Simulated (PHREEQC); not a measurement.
# Brine

Consider water at 25 °C with 0.26 mol/kgw NaOH, 0.04 mol/kgw BaCl2 and 0.2 mol/kgw NaCl. Closed to the air; pH follows from the charge balance.

Model: Pitzer model, pitzer.dat, run in PHREEQC.

This is a speciation only: nothing precipitates in the calculation.

Q: Estimate the pH, specific conductance, activity of water.

A: pH 13.22; specific conductance 69100 µS/cm; activity of water 0.983.
